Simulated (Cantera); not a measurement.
What does this Cantera script print?

```python
import numpy as np
import cantera as ct

gas_names = """
    AL2O N2O NO2
""".split()
cond_names = """
    ALN(s)
""".split()


# ... load() reads the species with a 1 bar reference pressure and builds the phases ...
species = {s.name: s for s in load("nasa_gas.yaml", gas_names) + load("nasa_condensed.yaml", cond_names)}
# Each term lists the table entries of one substance; the one whose range holds T is used.
reactions = {
    '3 Al2O(g) + 5 N2O(g) = 6 AlN + 4 NO2(g)':
        [(-3, ['AL2O']), (-5, ['N2O']), (6, ['ALN(s)']), (4, ['NO2'])],
}


def pick(names, T):
    return next(species[n] for n in names if species[n].thermo.min_temp <= T <= species[n].thermo.max_temp)


results = []
for label, terms in reactions.items():
    print(label)
    print("     T/K   dH/kJ  dS/(J/K)   dG/kJ   log10 K")
    for T in [300, 398, 598, 798, 998, 1198, 1398, 1598, 1798, 1998, 2198]:
        used = [(nu, pick(names, T)) for nu, names in terms]
        dH = sum(nu * s.thermo.h(T) for nu, s in used) / 1e6
        dS = sum(nu * s.thermo.s(T) for nu, s in used) / 1e3
        dG = dH - T * dS / 1e3
        logK = -dG * 1e6 / (ct.gas_constant * T * np.log(10))
        results.append((label, T, dH, dS, dG, logK, [s.name for _, s in used]))
        print(f"{T:8g} {dH:8.1f} {dS:8.1f} {dG:8.1f} {logK:8.2f}")
```

Output:

```
3 Al2O(g) + 5 N2O(g) = 6 AlN + 4 NO2(g)
     T/K   dH/kJ  dS/(J/K)   dG/kJ   log10 K
     300  -1743.6   -775.6  -1510.9   263.07
     398  -1744.4   -777.9  -1434.8   188.30
     598  -1740.8   -771.0  -1279.7   111.78
     798  -1733.6   -760.7  -1126.6    73.74
     998  -1725.1   -751.2   -975.4    51.05
    1198  -1715.8   -742.7   -826.0    36.01
    1398  -1706.3   -735.4   -678.2    25.34
    1598  -1696.6   -728.9   -531.8    17.38
    1798  -1686.9   -723.2   -386.6    11.23
    1998  -1677.2   -718.1   -242.5     6.34
    2198  -1667.5   -713.4    -99.3     2.36
```

Cantera with NASA thermochemical tables; ideal gases at 1 bar, condensed phases pure. Condensed species are held in their standard states even where they would react or evaporate.
